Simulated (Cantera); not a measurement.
Charge: 1 mol SO2, 0.64 mol O2, 1 mol H2O, held at 1200 °C and 0.100 bar.

These are equilibrium values from Cantera (NASA tables, ideal gas, pure condensed phases), not measurements of a reactor. The numbers say what is thermodynamically allowed, not how fast it happens.

```json
[
 {"species": "H2O", "before": "0.379", "after": "0.380"},
 {"species": "SO2", "before": "0.377", "after": "0.374"},
 {"species": "O2", "before": "0.241", "after": "0.240"},
 {"species": "SO3", "before": "0.00252", "after": "0.00606"},
 {"species": "OH", "before": "0.000221", "after": "4.89e-5"}
]
```
Gas species are given as mole fractions.

**Question.** Which change was made?
(A) temperature from 1200 °C to 1050 °C
(B) temperature from 1200 °C to 375 °C
(C) H2O from 1 to 2.9 mol
(D) H2O from 1 to 7.3 mol

**Answer.** A, temperature from 1200 °C to 1050 °C
